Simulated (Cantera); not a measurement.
Charge: 1 mol V₂O₅, 1000 mol H₂, 8.9 mol N₂, at 1927 °C and 1.00 Torr.

These are equilibrium values from Cantera (NASA tables, ideal gas, pure condensed phases), not measurements of a reactor. Candidate condensed phases: H₂O, V, VN, VO, V₂O₃, V₂O₄, V₂O₅; 28 gas species. Equilibrium is a limit: real reactors are often held back by kinetics, nucleation or transport.

Base state: H₂ 0.846, H 0.142, N₂ 0.00818, H₂O 0.00258, VO 0.00109, VO₂ 0.000430, V 0.000320, OH 6.04e-5 (mole fractions); condensed: gas only.

What changes in the equilibrium state with this change: H₂ from 1000 to 68 mol?


| species | before | after |
|---|---|---|
| H₂ | 0.846 | 0.722 |
| H | 0.142 | 0.131 |
| N₂ | 0.00818 | 0.105 |
| VO₂ | 0.000430 | 0.0178 |
| H₂O | 0.00258 | 0.0174 |
| O | 7.06e-6 | 5.59e-5 |
| OH | 6.04e-5 | 0.000442 |

What changes in the equilibrium state with this change: temperature from 1927 °C to 702 °C?


```
species         before    after
------------  --------  -------
H₂               0.846    0.989
N₂             0.00818  0.00882
H₂O            0.00258  0.00198
H                0.142  3.12e-8
VO             0.00109    <1e-9
VO₂           0.000430    <1e-9
V             0.000320    <1e-9
OH             6.04e-5    <1e-9
V₂O₃(s), mol         0     1.00
```
Condensed phases not in the tables: the oxides between V₂O₃ and V₂O₅ other than VO₂.

What changes in the equilibrium state with this change: temperature from 1927 °C to 1575 °C?


```
species       before     after
----------  --------  --------
H₂             0.846     0.974
H              0.142    0.0143
N₂           0.00818   0.00876
VO           0.00109  0.000113
VO₂         0.000430  0.000129
V           0.000320   7.55e-6
OH           6.04e-5   3.06e-6
H₂O          0.00258   0.00283
VO(s), mol         0      1.75
```
VO: taken at fixed stoichiometry.
